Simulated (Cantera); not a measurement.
Input (Python, Cantera) and output of one run.

```python
import numpy as np
import cantera as ct

gas_names = """
    AL ALH ALN ALO ALOH ALO2 ALO2H AL2 AL2O AL2O2 H HALO HNO HNO2 HNO3 HO2 H2 H2O H2O2 N NH NH2 NH3
    NH2OH NO NO2 NO3 N2 N2H2 N2H4 N2O O OH O2 O3
""".split()
cond_names = """
    AL(cr) AL(L) ALN(s) AL2O3(a) AL2O3(L) H2O(s) H2O(L)
""".split()


# ... load() reads the species with a 1 bar reference pressure and builds the phases ...
atoms = {
    'AlN': {'AL': 1, 'N': 1},
    'H2O': {'H': 2, 'O': 1},
    'N2': {'N': 2},
}
top_T = {'ALN(s)': 2750}  # K; cautious upper limits of use, not melting points


# ... equilibrate(T, P, feed) seeds the gas with the atoms and calls Mixture.equilibrate('TP', solver="vcs", rtol=1e-11, max_steps=5000) ...
results = []
T = 1400  # K
P = 980  # Pa
for m in [0.39, 1.3, 2.2, 3.1, 4, 4.9, 5.8, 6.7, 7.6, 8.5, 9.4, 10, 11]:
    feed = {'AlN': 1, 'H2O': m, 'N2': 0.39}  # mol
    mix = equilibrate(T, P, feed)
    results.append((T, P, feed, dict(zip(mix.species_names, mix.species_moles))))

top = {s: max(r[3][s] / sum(r[3][g] for g in gas_names) for r in results) for s in gas_names}
cols = sorted((s for s in top if top[s] > 1e-06), key=lambda s: -top[s])[:8]
seen = [c for c in cond_names if any(r[3].get(c, 0) > 1e-12 for r in results)]
print("log10 of partial pressures in bar; condensed amounts in mol")
print(f"{'n(H2O)':>10s}" + "".join(f"{s[:9]:>10s}" for s in cols + seen))
for T, P, feed, n in results:
    ng = sum(n[g] for g in gas_names)
    print(f"{feed['H2O']:10.4g}" + "".join(f"{np.log10(max(n[s] / ng * P / 1e5, 1e-99)):10.3f}" for s in cols)
          + "".join(f"{n.get(c, 0):10.4g}" for c in seen))
```

Output:

```
log10 of partial pressures in bar; condensed amounts in mol
    n(H2O)       H2O        H2        N2         H        OH    ALN(s)  AL2O3(a)
      0.39    -7.969    -2.377    -2.252    -6.501   -13.795      0.74      0.13
       1.3    -7.870    -2.222    -2.420    -6.424   -13.774    0.1333    0.4333
       2.2    -2.654    -2.323    -2.549    -6.474    -8.507         0       0.5
       3.1    -2.406    -2.434    -2.660    -6.530    -8.204         0       0.5
         4    -2.300    -2.522    -2.749    -6.574    -8.054         0       0.5
       4.9    -2.240    -2.595    -2.822    -6.611    -7.957         0       0.5
       5.8    -2.201    -2.658    -2.885    -6.642    -7.886         0       0.5
       6.7    -2.173    -2.713    -2.940    -6.669    -7.831         0       0.5
       7.6    -2.152    -2.762    -2.988    -6.694    -7.786         0       0.5
       8.5    -2.136    -2.805    -3.032    -6.716    -7.748         0       0.5
       9.4    -2.124    -2.845    -3.072    -6.736    -7.716         0       0.5
        10    -2.116    -2.870    -3.096    -6.748    -7.696         0       0.5
        11    -2.106    -2.908    -3.135    -6.767    -7.667         0       0.5
```

Method: chemical equilibrium by Gibbs-energy minimisation in Cantera with the NASA 1993 tables (ideal gas, pure condensed phases). Mutual solubility and eutectic melting of coexisting phases are not modelled.
